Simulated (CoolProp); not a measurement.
Properties of R1234yf along the isotherm 410 K.

Model: reference Helmholtz-energy equation of state, Lemmon 2022, in CoolProp.

```csv
p (kPa),phase,Z,isothermal compressibility (1/MPa),expansivity (1/kK)
26.8,gas,0.9981,37.38,2.456
43.2,gas,0.9969,23.22,2.466
69.8,gas,0.9950,14.40,2.483
113,gas,0.9919,8.922,2.511
182,gas,0.9870,5.567,2.556
294,gas,0.9789,3.475,2.632
476,gas,0.9656,2.177,2.762
769,gas,0.9439,1.380,2.991
1240,gas,0.9078,0.8924,3.418
2010,gas,0.8458,0.5960,4.329
3240,gas,0.7371,0.4358,6.731
5240,supercritical,0.5334,0.3830,16.67
8460,supercritical,0.4329,0.07986,9.841
```
